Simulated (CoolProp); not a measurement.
Vapour-liquid equilibrium of ethanol (1) + dimethyl carbonate (2) at 125.65 °C; x and y are mole fractions of (1).

Values from CoolProp's multi-fluid Helmholtz-energy mixture model, Schroeder 2014 and Zhou 2011; pair parameters Bell 2016.

| x | bubble pressure (kPa) | y at the bubble point | dew pressure at overall composition x (kPa) | liquid density (mol/L) |
|---|---|---|---|---|
| 0.05 | 319.9 | [?] | 291.1 | 10.35 |
| 0.125 | 369.8 | 0.315 | [?] | 10.55 |
| 0.2 | [?] | 0.419 | 331.7 | [?] |
| 0.275 | 440.3 | 0.493 | 355.7 | 11.01 |
| 0.35 | 464.6 | 0.550 | 382.5 | 11.27 |
| 0.425 | 483.6 | 0.597 | 411.9 | 11.55 |
| 0.5 | 498.4 | 0.638 | 443.3 | 11.86 |
| 0.575 | 509.9 | 0.677 | 474.8 | 12.20 |
| 0.65 | 518.5 | 0.715 | 502.1 | 12.57 |
| 0.725 | 524.2 | 0.756 | 520.2 | 12.98 |
| 0.8 | 526.7 | [?] | 526.7 | 13.43 |
| 0.875 | 524.8 | 0.860 | 523.5 | 13.92 |
| 0.95 | 516.4 | 0.935 | 514.1 | 14.46 |

Some entries are withheld; supply them.


- 0.05, y at the bubble point: 0.160
- 0.125, dew pressure at overall composition x (kPa): 310.2
- 0.2, bubble pressure (kPa): 409.3
- 0.2, liquid density (mol/L): 10.77
- 0.8, y at the bubble point: 0.803

y crosses x between x = 0.8 and 0.875: the model has an azeotrope there.

The pair parameters rest on a limited set of measurements; away from them the model extrapolates.
